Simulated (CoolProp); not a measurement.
Vapour pressure (bar) of n-decane: the reference equation beside estimates from Tc = 344.5 °C, pc = 21.01 bar, ω = 0.488. Clausius-Clapeyron is anchored at 106.25 °C with a constant enthalpy of vaporisation of 45.04 kJ/mol.

Model: reference Helmholtz-energy equation of state, Lemmon 2006, in CoolProp. It is a short technical equation, of lower accuracy than the large ones.

```json
[
 {"T (°C)": "18.65", "reference": "?", "Lee-Kesler": "0.001116", "Clausius-Clapeyron": "0.001680", "Redlich-Kwong": "0.02083", "Soave-Redlich-Kwong": "0.001135", "Peng-Robinson": "0.001340"},
 {"T (°C)": "47.85", "reference": "0.007781", "Lee-Kesler": "?", "Clausius-Clapeyron": "0.009091", "Redlich-Kwong": "0.07977", "Soave-Redlich-Kwong": "0.007578", "Peng-Robinson": "?"},
 {"T (°C)": "77.05", "reference": "0.03557", "Lee-Kesler": "0.03445", "Clausius-Clapeyron": "0.03713", "Redlich-Kwong": "0.2312", "Soave-Redlich-Kwong": "?", "Peng-Robinson": "0.03726"},
 {"T (°C)": "106.25", "reference": "0.1221", "Lee-Kesler": "0.1197", "Clausius-Clapeyron": "0.1221", "Redlich-Kwong": "0.5479", "Soave-Redlich-Kwong": "0.1201", "Peng-Robinson": "0.1251"},
 {"T (°C)": "135.55", "reference": "0.3388", "Lee-Kesler": "0.3360", "Clausius-Clapeyron": "0.3399", "Redlich-Kwong": "1.121", "Soave-Redlich-Kwong": "0.3360", "Peng-Robinson": "0.3428"},
 {"T (°C)": "164.75", "reference": "0.7935", "Lee-Kesler": "0.7940", "Clausius-Clapeyron": "0.8226", "Redlich-Kwong": "2.043", "Soave-Redlich-Kwong": "0.7937", "Peng-Robinson": "?"},
 {"T (°C)": "193.95", "reference": "1.635", "Lee-Kesler": "1.645", "Clausius-Clapeyron": "?", "Redlich-Kwong": "?", "Soave-Redlich-Kwong": "1.649", "Peng-Robinson": "1.642"},
 {"T (°C)": "223.15", "reference": "3.048", "Lee-Kesler": "3.072", "Clausius-Clapeyron": "3.527", "Redlich-Kwong": "5.329", "Soave-Redlich-Kwong": "3.095", "Peng-Robinson": "3.065"}
]
```

**Question.** Fill in the missing entries.

**Answer.** 
- 18.65, reference: 0.001158
- 47.85, Lee-Kesler: 0.007478
- 47.85, Peng-Robinson: 0.008463
- 77.05, Soave-Redlich-Kwong: 0.03474
- 164.75, Peng-Robinson: 0.7982
- 193.95, Clausius-Clapeyron: 1.783
- 193.95, Redlich-Kwong: 3.414

Absolute difference from the reference over all 8 rows, mean and median: Lee-Kesler 1.9 and 1.4 %, Clausius-Clapeyron 11.9 and 6.7 %, Redlich-Kwong 511.8 and 289.8 %, Soave-Redlich-Kwong 1.5 and 1.6 %, Peng-Robinson 4.3 and 1.8 %.
